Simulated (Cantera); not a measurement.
A closed system holds: 1 mol B2O3, 6.6 mol F2, 0.65 mol O2, equilibrated at 798.15 K and 0.260 bar.

These are equilibrium values from Cantera (NASA tables, ideal gas, pure condensed phases), not measurements of a reactor. Candidate condensed phases: B, B2O3; 21 gas species. Equilibrium is a limit: real reactors are often held back by kinetics, nucleation or transport.

Base state: F2 0.457, O2 0.276, BF3 0.257, F 0.0107, FO2 4.93e-5 (mole fractions); condensed: gas only.

Task: What changes in the equilibrium state with this change: B2O3 replaced by CuO?

Result: 
| species | before | after |
|---|---|---|
| F2 | 0.457 | 0.817 |
| O2 | 0.276 | 0.169 |
| F | 0.0107 | 0.0143 |
| BF3 | 0.257 | 0 |
| FO2 | 4.93e-5 | 4.04e-5 |
| CuF2(s), mol | 0 | 1.00 |
Further candidate phases: Cu, CuF2, CuO, Cu2O.

Task: What changes in the equilibrium state with this change: F2 from 6.6 to 3 mol?

Result: 
```json
[
 {"species": "O2", "before": "0.276", "after": "0.518"},
 {"species": "BF3", "before": "0.257", "after": "0.482"},
 {"species": "F2", "before": "0.457", "after": "<1e-9"},
 {"species": "F", "before": "0.0107", "after": "<1e-9"},
 {"species": "FO2", "before": "4.93e-5", "after": "<1e-9"}
]
```
